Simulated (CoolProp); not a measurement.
The fluid at 275.83 K and 0.17 MPa is throttled through a valve to 0.0851 MPa with no heat exchange. The same conditions are run with several fluids, on thermodynamics alone (safety and materials aside).

Computed with CoolProp (reference Helmholtz-energy equation of state of each fluid (oxygen: Schmidt 1985; hydrogen chloride: Thol 2018; chloromethane (R40): Thol 2014; C2F6 (R116): Lemmon 2006; carbonyl sulfide: Lemmon 2006)).

| fluid | temperature change (K) | final density (kg/m³) |
|---|---|---|
| oxygen | -0.3 | (withheld) |
| hydrogen chloride | -1.6 | (withheld) |
| chloromethane (R40) | (withheld) | (withheld) |
| C2F6 (R116) | -0.9 | (withheld) |
| carbonyl sulfide | (withheld) | (withheld) |

Question: Some entries are withheld; supply them.

Answer: 
- oxygen, final density (kg/m³): 1.19
- hydrogen chloride, final density (kg/m³): 1.37
- chloromethane (R40), temperature change (K): -4.3
- chloromethane (R40), final density (kg/m³): 1.94
- C2F6 (R116), final density (kg/m³): 5.20
- carbonyl sulfide, temperature change (K): -2.1
- carbonyl sulfide, final density (kg/m³): 2.27
